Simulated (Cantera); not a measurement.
What does this Cantera script print?

```python
import numpy as np
import cantera as ct

gas_names = """
    Electron C C+ C- CH CH+ CH2 CH3 CH2OH CH3O CH4 CH3OH CO CO+ CO2 CO2+ COOH C2 C2+ C2- C2H CHCO,ketyl
    C2H2,acetylene C2H2,vinylidene CH2CO,ketene C2H3,vinyl CH3CO,acetyl C2H4 C2H4O,ethylen
    CH3CHO,ethanal CH3COOH (HCOOH)2 C2H5 C2H6 CH3OCH3 C2H5OH C2O C3 C3H3,propargyl C3H4,allene
    C3H4,propyne C3H4,cyclo- C3H5,allyl C3H6,propylene C3H6,cyclo- C3H6O C3H7,n-propyl C3H7,i-propyl
    C3H8 C3H8O,1propanol C3H8O,2propanol C3O2 C4 C4H2 C4H4,1,3-cyclo- C4H6,butadiene C4H6,2-butyne
    C4H6,cyclo- C4H8,1-butene C4H8,cis2-buten C4H8,tr2-butene C4H8,isobutene C4H8,cyclo- (CH3COOH)2
    C4H9,n-butyl C4H9,i-butyl C4H9,s-butyl C4H9,t-butyl C4H10,isobutane C4H10,n-butane C5 C5H6,1,3cyclo-
    C5H8,cyclo- C5H10,1-pentene C5H10,cyclo- C5H11,pentyl C5H11,t-pentyl C5H12,n-pentane C5H12,i-pentane
    CH3C(CH3)2CH3 C6H2 C6H5,phenyl C6H5O,phenoxy C6H6 C6H5OH,phenol C6H10,cyclo- C6H12,1-hexene
    C6H12,cyclo- C6H13,n-hexyl C7H7,benzyl C7H8 C7H8O,cresol C7H14,1-heptene C7H15,n-heptyl
    C7H16,n-heptane C8H8,styrene C8H10,ethylbenz C8H16,1-octene C8H17,n-octyl C8H18,isooctane
    C8H18,n-octane C9H19,n-nonyl C10H8,naphthale C10H21,n-decyl C12H9,o-bipheny C12H10,bipheny H H+ H-
    HCO HCO+ HO2 H2 H2+ H2- HCHO,formaldehy HCOOH H2O H2O+ H2O2 H3O+ O O+ O- OH OH+ OH- O2 O2+ O2- O3
""".split()
cond_names = """
    C(gr) C6H6(L) C7H8(L) C8H18(L),n-octa H2O(s) H2O(L)
""".split()


def load(file, names, dense=False):
    # The tables refer to 1 bar. Condensed volumes are neglected.
    table = {s.name: s for s in ct.Species.list_from_file(file)}
    out = []
    for n in names:
        d = dict(table[n].input_data)
        d["thermo"] = dict(d["thermo"], **{"reference-pressure": 1e5})
        if dense:
            d["equation-of-state"] = {"model": "constant-volume", "density": "1e6 g/cm^3"}
        out.append(ct.Species.from_dict(d))
    return out


gas = ct.Solution(thermo="ideal-gas", species=load("nasa_gas.yaml", gas_names))
cond = {s.name: ct.Solution(thermo="fixed-stoichiometry", species=[s], name=s.name)
        for s in load("nasa_condensed.yaml", cond_names, dense=True)}
atoms = {
    'C2H6': {'C': 2, 'H': 6},
    'CO2': {'C': 1, 'O': 2},
}
top_T = {'C(gr)': 4500}  # K; cautious upper limits of use, not melting points


def equilibrate(T, P, feed):
    n = {}
    for name, mol in feed.items():
        for a, k in atoms[name].items():
            n[a] = n.get(a, 0.0) + k * mol
    gas.TPX = T, P, n
    mass = sum(n.values()) * gas.mean_molecular_weight
    gas.equilibrate("TP")
    valid = [c for c in cond.values() if c.min_temp <= T <= top_T.get(c.name, c.max_temp)]
    mix = ct.Mixture([(gas, mass / gas.mean_molecular_weight)] + [(c, 0.0) for c in valid])
    mix.T, mix.P = T, P
    mix.equilibrate("TP", solver="vcs", rtol=1e-11, max_steps=5000)
    return mix


results = []
feed = {'C2H6': 1, 'CO2': 1}  # mol
P = 610000  # Pa
for T in [3000, 3250, 3500, 3750, 4000, 4250, 4500, 4750, 5000]:
    mix = equilibrate(T, P, feed)
    results.append((T, P, feed, dict(zip(mix.species_names, mix.species_moles))))

top = {s: max(r[3][s] / sum(r[3][g] for g in gas_names) for r in results) for s in gas_names}
cols = sorted((s for s in top if top[s] > 0.0001), key=lambda s: -top[s])[:9]
seen = [c for c in cond_names if any(r[3].get(c, 0) > 1e-12 for r in results)]
print("log10 of partial pressures in bar; condensed amounts in mol")
print(f"{'T/K':>10s}" + "".join(f"{s[:9]:>10s}" for s in cols + seen))
for T, P, feed, n in results:
    ng = sum(n[g] for g in gas_names)
    print(f"{T:10.4g}" + "".join(f"{np.log10(max(n[s] / ng * P / 1e5, 1e-99)):10.3f}" for s in cols)
          + "".join(f"{n.get(c, 0):10.4g}" for c in seen))
```

It prints:

```
log10 of partial pressures in bar; condensed amounts in mol
       T/K         H        H2        CO C2H2,acet         C       C2H        C3        C2      C4H2     C(gr)
      3000    -0.548     0.508     0.377    -0.698    -4.295    -2.519    -3.506    -4.499    -2.284    0.6358
      3250    -0.267     0.454     0.367    -0.462    -3.342    -1.805    -2.441    -3.413    -1.758    0.2971
      3500    -0.036     0.385     0.349    -0.393    -2.582    -1.316    -1.698    -2.594    -1.551         0
      3750     0.159     0.315     0.324    -0.519    -2.011    -1.074    -1.322    -2.063    -1.734         0
      4000     0.311     0.217     0.291    -0.733    -1.547    -0.950    -1.096    -1.666    -2.068         0
      4250     0.423     0.085     0.256    -1.040    -1.173    -0.937    -1.008    -1.391    -2.554         0
      4500     0.499    -0.079     0.223    -1.426    -0.874    -1.015    -1.029    -1.212    -3.164         0
      4750     0.546    -0.269     0.195    -1.875    -0.638    -1.169    -1.141    -1.115    -3.877         0
      5000     0.573    -0.471     0.174    -2.380    -0.461    -1.394    -1.347    -1.097    -4.690         0
```

These are equilibrium values from Cantera (NASA tables, ideal gas, pure condensed phases), not measurements of a reactor.
